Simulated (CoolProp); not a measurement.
Vapour-liquid equilibrium of R1234ze(E) (1) + R227EA (2) at 329.7 K; x and y are mole fractions of (1).

Computed with CoolProp (multi-fluid Helmholtz-energy mixture model, Thol 2016 and Lemmon 2016; pair parameters Bell 2023).

| x | bubble pressure, mixture model (kPa) | bubble pressure, Raoult's law (kPa) | y, mixture model | y, Raoult's law |
|---|---|---|---|---|
| 0.05 | 1089 | 1086 | 0.055 | 0.054 |
| 0.125 | 1101 | 1093 | 0.136 | 0.134 |
| 0.2 | 1113 | 1100 | 0.215 | 0.214 |
| 0.275 | 1124 | 1107 | 0.292 | 0.292 |
| 0.35 | 1133 | 1114 | 0.368 | 0.369 |
| 0.425 | 1142 | 1121 | 0.442 | 0.445 |
| 0.5 | 1150 | 1128 | 0.515 | 0.521 |
| 0.575 | 1157 | 1135 | 0.588 | 0.595 |
| 0.65 | 1163 | 1142 | 0.660 | 0.669 |
| 0.725 | 1167 | 1149 | 0.732 | 0.741 |
| 0.8 | 1171 | 1156 | 0.804 | 0.813 |
| 0.875 | 1173 | 1163 | 0.877 | 0.884 |
| 0.95 | 1174 | 1170 | 0.950 | 0.954 |

The largest gap from Raoult's law is +2.0 % in bubble pressure, at x = 0.5. No azeotrope shows between x = 0.05 and 0.95.

The pair parameters rest on a limited set of measurements; away from them the model extrapolates.
